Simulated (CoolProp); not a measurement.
Normal hydrogen along the isobar 6.65 MPa: fugacity coefficient from the reference equation and from simpler models built on Tc = -240.0 °C, pc = 1.296 MPa, ω = -0.219; each cubic takes its own stable root.

Computed with CoolProp (reference Helmholtz-energy equation of state, Leachman 2009).

| T (°C) | phase | reference | van der Waals | Redlich-Kwong |
|---|---|---|---|---|
| -252.25 | liquid | 0.04488 | 0.07070 | 0.01535 |
| -238.85 | supercritical | 0.2838 | 0.3416 | 0.2904 |
| -225.45 | supercritical | 0.5920 | 0.6224 | 0.6555 |
| -211.95 | supercritical | 0.8005 | 0.8085 | 0.8602 |
| -198.55 | supercritical | 0.9106 | 0.9119 | 0.9576 |
| -185.15 | supercritical | 0.9700 | 0.9698 | 1.006 |
| -171.65 | supercritical | 1.004 | 1.004 | 1.031 |
| -158.25 | supercritical | 1.023 | 1.024 | 1.044 |
| -144.85 | supercritical | 1.034 | 1.036 | 1.051 |
| -131.45 | supercritical | 1.041 | 1.043 | 1.054 |
| -117.95 | supercritical | 1.045 | 1.048 | 1.055 |
| -104.55 | supercritical | 1.047 | 1.051 | 1.055 |
| -91.15 | supercritical | 1.047 | 1.052 | 1.054 |
| -77.65 | supercritical | 1.047 | 1.053 | 1.053 |
| -64.25 | supercritical | 1.047 | 1.053 | 1.052 |
